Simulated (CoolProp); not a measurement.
Vapour-liquid equilibrium of benzene (1) + o-xylene (2) at 1.53 MPa; x and y are mole fractions of (1).

Model: multi-fluid Helmholtz-energy mixture model, Thol 2012 and Zhou 2012; pair parameters Bell 2016, in CoolProp.

Question: Give the bubble temperature and the first vapour's composition at x = 0.05, 0.65, 0.95. Is there an azeotrope?

Answer: x = 0.05: 282.0 °C, y = 0.092; x = 0.65: 223.7 °C, y = 0.834; x = 0.95: 206.4 °C, y = 0.978. No azeotrope shows between x = 0.05 and 0.95.

Pair parameters are fitted to limited data, so mixtures are less certain than the pure fluids.
